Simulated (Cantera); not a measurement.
A perfectly stirred reactor is fed with CH4 : O2 : N2 = 1 : 1.54 : 5.78 (molar parts), at 5.00 bar; it is adiabatic with a 525 K inlet, and is followed from long to short residence time, starting on the burning branch (τ in s: 0.17, 0.064, 0.024, 0.0089, 0.0033, 0.0013, 0.00047, 0.00018, 6.6e-05, 2.5e-05).

Detailed kinetics in Cantera: GRI-Mech 3.0 (53 species, 325 reactions).

Problem. Predict: blow-out, bracketed by the residence times tried; x(CH4) at τ = 0.170 s; x(O2) at τ = 0.170 s; x(CH2CO) at τ = 0.170 s; x(CO2) at τ = 0.170 s; x(HCO) at τ = 0.170 s; x(CH4) at τ = 1.30 ms; x(O2) at τ = 1.30 ms; x(CH2CO) at τ = 1.30 ms; x(CO2) at τ = 1.30 ms; x(HCO) at τ = 1.30 ms.

Solution. 
```json
{
 "blow_out_bracketed_by_the_residence_times_tried": "burning at 0.180 ms, out at 66.0 µs",
 "x(CH4) at τ = 0.170 s": "2.01e-5",
 "x(O2) at τ = 0.170 s": "2.55e-5",
 "x(CH2CO) at τ = 0.170 s": "2.55e-8",
 "x(CO2) at τ = 0.170 s": "0.0513",
 "x(HCO) at τ = 0.170 s": "5.22e-8",
 "x(CH4) at τ = 1.30 ms": "0.000449",
 "x(O2) at τ = 1.30 ms": "0.00103",
 "x(CH2CO) at τ = 1.30 ms": "2.39e-6",
 "x(CO2) at τ = 1.30 ms": "0.0505",
 "x(HCO) at τ = 1.30 ms": "7.07e-7"
}
```
